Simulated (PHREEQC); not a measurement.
Model water analysis in mg/kgw, 25 °C, pH 3.21, pe 8.7: Na 4770; K 6.9; Ca 11.8; Mg 281; Cl 81.3; S(6) as SO4 4320; Br 1.9; Li 0.435; Zn 3.37; Cu(2) 58.5.

Cl is adjusted to close the charge balance.
Valence states are taken as typed.

Model: ion-association model, wateq4f.dat, run in PHREEQC.

Precipitation was switched off in this run.

Q: What ionic strength, activity of water does the model give?

A: ionic strength 0.256 mol/kgw; activity of water 0.993.

Q: In which forms is Cu present?

A: Cu+2 62 %, CuSO4 30 %, CuCl+ 7.3 % of the Cu.
